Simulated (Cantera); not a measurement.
**Dilute partial oxidation**

A perfectly stirred reactor is fed with CH3OH : O2 : N2 = 0.027 : 0.016 : 1 (molar parts), at 698 Torr; it is held at 1298 K, and followed from long to short residence time.

Detailed kinetics in Cantera: GRI-Mech 3.0 (53 species, 325 reactions). GRI-Mech 3.0 was tuned for natural gas; its chemistry of methanol as a main component is partial and can be far from experiment.

| τ (s) | x CH3OH | x O2 | x CO | x CH2CO | x C2H6 | x OH |
|---|---|---|---|---|---|---|
| 5.9 | 1.90e-6 | 3.73e-5 | 0.0175 | 1.96e-8 | 2.74e-8 | 2.54e-7 |
| 2.9 | 3.06e-6 | 5.96e-5 | 0.0177 | 3.41e-8 | 5.36e-8 | 3.29e-7 |
| 1.4 | 4.98e-6 | 9.57e-5 | 0.0179 | 5.78e-8 | 1.03e-7 | 4.36e-7 |
| 0.70 | 7.90e-6 | 0.000149 | 0.0183 | 9.12e-8 | 1.85e-7 | 5.81e-7 |
| 0.35 | 1.25e-5 | 0.000230 | 0.0187 | 1.37e-7 | 3.17e-7 | 7.89e-7 |
| 0.17 | 2.03e-5 | 0.000356 | 0.0192 | 1.98e-7 | 5.21e-7 | 1.11e-6 |
| 0.084 | 3.30e-5 | 0.000540 | 0.0198 | 2.74e-7 | 7.85e-7 | 1.58e-6 |
| 0.041 | 5.54e-5 | 0.000821 | 0.0204 | 3.71e-7 | 1.08e-6 | 2.30e-6 |
| 0.020 | 9.98e-5 | 0.00126 | 0.0210 | 4.93e-7 | 1.29e-6 | 3.35e-6 |
| 0.010 | 0.00264 | 0.00468 | 0.0181 | 1.23e-7 | 1.27e-9 | 1.58e-6 |
x: mole fraction; the columns are a selection and need not sum to one.
